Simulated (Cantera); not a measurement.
Mixture: CH₃OH : O₂ : N₂ = 1 : 2.24 : 8.42 (molar parts), at 30.0 bar, adiabatic and at constant volume. Ignition delay is the time to a rise of 400 K.

Model: GRI-Mech 3.0 (53 species, 325 reactions), integrated in Cantera. GRI-Mech 3.0 was tuned for natural gas; its chemistry of methanol as a main component is partial and can be far from experiment. The pressure lies above the range GRI-Mech 3.0 was tuned for (to about 10 atm).

Task: Predict: delay at 1098 K; delay at 1198 K; delay at 1298 K; delay at 1398 K; delay at 1498 K; delay at 1598 K; delay at 1698 K; apparent activation energy between 1498 and 1698 K.

Result: 
```json
{
  "delay at 1098 K": "5.08 ms",
  "delay at 1198 K": "0.786 ms",
  "delay at 1298 K": "0.164 ms",
  "delay at 1398 K": "44.0 µs",
  "delay at 1498 K": "14.7 µs",
  "delay at 1598 K": "5.86 µs",
  "delay at 1698 K": "2.68 µs",
  "apparent activation energy between 1498 and 1698 K": "180 kJ/mol"
}
```
